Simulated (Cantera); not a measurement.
Charge: 1 mol B, 8.9 mol H2, at 2048.15 K and 1.00 bar.

These are equilibrium values from Cantera (NASA tables, ideal gas, pure condensed phases), not measurements of a reactor. The tables' values for BH2 are old estimates; treat these amounts as uncertain. Gases not in the tables: B2H6 and higher boranes. Kinetics and transport are ignored.

```csv
species,before,after
H2,0.997,0.974
H,0.00224,0.0220
BH2,0.000611,0.00355
B,2.91e-7,6.67e-5
BH,5.61e-7,3.69e-5
BH3,4.03e-5,8.03e-5
"B(s), mol",0.994,0
"B(l), mol",0,0.966
```
Gas species are given as mole fractions.

Q: Name the change that produced these shifts.
A. temperature from 2048.15 K to 2473 K
B. temperature from 2048.15 K to 1123.15 K
C. temperature from 2048.15 K to 1898 K
D. temperature from 2048.15 K to 2175 K

A: A, temperature from 2048.15 K to 2473 K
